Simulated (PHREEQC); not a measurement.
Make-up at 20 °C: 38 mmol/kgw H2SO4, 43 mmol/kgw Fe(NO3)3 and 8.1 mmol/kgw CO2. Closed to the air; pH follows from the charge balance.

The numbers come from PHREEQC with the ion-association model, phreeqc.dat.

No solid was allowed to form.

Question: Predict the pH, ionic strength.

Answer: pH 1.29; ionic strength 0.192 mol/kgw.

Question: In which forms is Fe present?

Answer: FeSO4+ 50 %, Fe+3 31 %, FeHSO4+2 16 %, FeOH+2 1.3 %, Fe(SO4)2- 1.0 % of the Fe.

Saturation is exceeded, for instance for Hematite (slow to form), Goethite (slow to form); the values hold only as long as no solid forms.
